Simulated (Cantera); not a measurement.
A freely propagating, adiabatic, planar premixed flame of 9.03 % CH₄, 8.76 % H₂, 17.3 % O₂, 65.0 % N₂, equivalence ratio 1.3, unburnt at 348 K and 130000 Pa; mixture-averaged transport, grid criteria slope 0.08 and curve 0.16, no radiation.

Detailed kinetics in Cantera: GRI-Mech 3.0 (53 species, 325 reactions). Burning velocities carry a grid error of a few per cent, more on coarse grids.

**Question.** Predict: laminar burning velocity; thermal thickness; peak x(C₂H₆); peak x(CH₂CO).

**Answer.** 
```json
{
  "laminar_burning_velocity": "57.2 cm/s",
  "thermal_thickness": "0.301 mm",
  "peak x(C₂H₆)": "0.00101",
  "peak x(CH₂CO)": "0.000124"
}
```
